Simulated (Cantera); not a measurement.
Mixture: 16.0 % CO, 4.65 % H2, 16.7 % O2, 62.7 % N2, equivalence ratio 0.62, at 38.0 bar, adiabatic and at constant pressure. Ignition delay is the time to a rise of 400 K.

Model: GRI-Mech 3.0 (53 species, 325 reactions), integrated in Cantera. The hydrogen kinetics of GRI-Mech 3.0 are dated; newer H2 mechanisms differ, most at raised pressure. The pressure lies above the range GRI-Mech 3.0 was tuned for (to about 10 atm). Below about 950 K walls govern HO2 and H2O2 in real vessels.

**Question.** Predict: delay at 873 K; delay at 1023 K; delay at 1173 K; delay at 1323 K; delay at 1473 K; apparent activation energy between 1323 and 1473 K.

**Answer.** 
```
Item                                                     Value
--------------------------------------------------  ----------
delay at 873 K                                         87.4 ms
delay at 1023 K                                        2.18 ms
delay at 1173 K                                       0.131 ms
delay at 1323 K                                        12.7 µs
delay at 1473 K                                        2.05 µs
apparent activation energy between 1323 and 1473 K  200 kJ/mol
```
